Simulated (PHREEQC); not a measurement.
Dissolve 110 mmol/kgw NiCl2, 0.19 mmol/kgw NaOH and 2.4 mmol/kgw MnSO4 at 25 °C. It is in equilibrium with CO2 at log p = -3.5 (atm). Otherwise closed; pH follows from the charge balance.

All values are PHREEQC results (ion-association model, wateq4f.dat), not measurements.

No solid was allowed to form.

Question: Estimate the pH, ionic strength.

Answer: pH 6.12; ionic strength 0.296 mol/kgw.

Question: In which forms is Mn present?

Answer: Mn+2 80 %, MnCl+ 18 %, MnSO4 1.0 %, MnCl2 0.7 % of the Mn.
